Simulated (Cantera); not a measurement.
An adiabatic, constant-pressure homogeneous reactor starts with CO : H2 : CH4 : O2 : N2 : H2O = 1 : 0.19 : 0.059 : 0.751 : 2.82 : 0.18 (molar parts), equivalence ratio 0.95, at 1525 K and 10.0 bar. Integrator tolerance rtol = 1e-08.

Computed with Cantera and GRI-Mech 3.0 (53 species, 325 reactions).

What does this change do: CH4 0.059 to 0.042 parts?


```csv
quantity,before,after
time of steepest temperature rise,4.94 µs,4.19 µs
temperature at 0.100 s,2886 K,2873 K
equilibrium temperature,2886 K,2873 K
x(CO) at 0.100 s,0.0645 (gas-phase equilibrium 0.0645),0.0589 (gas-phase equilibrium 0.0589)
x(H2) at 0.100 s,0.00505 (gas-phase equilibrium 0.00505),0.00426 (gas-phase equilibrium 0.00426)
x(CH4) at 0.100 s,<1e-12 (gas-phase equilibrium <1e-12),<1e-12 (gas-phase equilibrium <1e-12)
x(HCN) at 0.100 s,3.99e-9 (gas-phase equilibrium 3.99e-9),3.02e-9 (gas-phase equilibrium 3.02e-9)
x(CH3) at 0.100 s,<1e-12 (gas-phase equilibrium <1e-12),<1e-12 (gas-phase equilibrium <1e-12)
```

What does this change do: 0.21 parts CO2 added?


```
quantity                                                            before                                    after
---------------------------------  ---------------------------------------  ---------------------------------------
time of steepest temperature rise                                  4.94 µs                                  5.28 µs
temperature at 0.100 s                                              2886 K                                   2824 K
equilibrium temperature                                             2886 K                                   2824 K
x(CO) at 0.100 s                     0.0645 (gas-phase equilibrium 0.0645)    0.0619 (gas-phase equilibrium 0.0619)
x(H2) at 0.100 s                   0.00505 (gas-phase equilibrium 0.00505)  0.00396 (gas-phase equilibrium 0.00396)
x(CH4) at 0.100 s                    <1e-12 (gas-phase equilibrium <1e-12)    <1e-12 (gas-phase equilibrium <1e-12)
x(HCN) at 0.100 s                  3.99e-9 (gas-phase equilibrium 3.99e-9)  2.67e-9 (gas-phase equilibrium 2.67e-9)
x(CH3) at 0.100 s                    <1e-12 (gas-phase equilibrium <1e-12)    <1e-12 (gas-phase equilibrium <1e-12)
```
